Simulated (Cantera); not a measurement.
A closed system holds: 1 mol Si, 8.7 mol Br2, equilibrated at 1300 K and 0.560 bar.

Cantera equilibrium calculation (NASA polynomials, part measured and part estimated; ideal gas, pure solids and liquids). Candidate condensed phases: Br2, Si; 9 gas species. Kinetics and transport are ignored.

Base state: Br2 0.773, SiBr4 0.123, Br 0.103 (mole fractions); condensed: gas only.

**Question.** What changes in the equilibrium state with this change: temperature from 1300 K to 1175 K?

**Answer.** 
```json
[
 {"species": "Br2", "before": "0.773", "after": "0.832"},
 {"species": "SiBr4", "before": "0.123", "after": "0.127"},
 {"species": "Br", "before": "0.103", "after": "0.0406"}
]
```

**Question.** What changes in the equilibrium state with this change: pressure from 0.560 bar to 0.000370 bar?

**Answer.** 
```csv
species,before,after
Br,0.103,0.890
SiBr4,0.123,0.0710
Br2,0.773,0.0379
SiBr2,1.62e-8,0.000289
SiBr3,6.93e-6,0.000702
```
The tables' values for SiBr3 are old estimates; treat these amounts as uncertain.
